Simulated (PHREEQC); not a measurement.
A solution holds 0.073 mol HF, 0.000639 mol (CH3)4NF and 0.0028 mol H2SiF6 per kg of water, at 25 °C. Closed to the air; pH follows from the charge balance.

Computed with PHREEQC (ion-association model, phreeqc.dat).

The ionic strength comes out as 0.0146 mol/kgw. What activity coefficients do SiF6-2, HF2-, H+, F- get?

SiF6-2 0.62, HF2- 0.89, H+ 0.90, F- 0.88.

No solid was allowed to form. (CH3)4N+ isn't in the database: it is added as a free cation with an ion size of 4 Å. SiF6-2 is the database's only silicon fluoride.
